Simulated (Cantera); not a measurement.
An isothermal, constant-pressure homogeneous reactor starts with 5.66 % H₂, 4.72 % O₂, 89.6 % N₂, equivalence ratio 0.60, at 1025 K and 1.00 bar.

Computed with Cantera and the H2/O2 subset of GRI-Mech 3.0, which has no nitrogen chemistry. The temperature is held fixed by assumption; the heat of reaction is taken as removed at once.

One state of this run: x H₂ = 5.52e-6; x O₂ = 0.0194; x H₂O = 0.0582; x HO₂ = 1.65e-7; x O = 1.20e-9. x: mole fraction; the columns are a selection and need not sum to one.

Question: Which value of t (s) does it belong to?
A) 0.00198
B) 30.0
C) 3.53
D) 1.21

Answer: D, 1.21
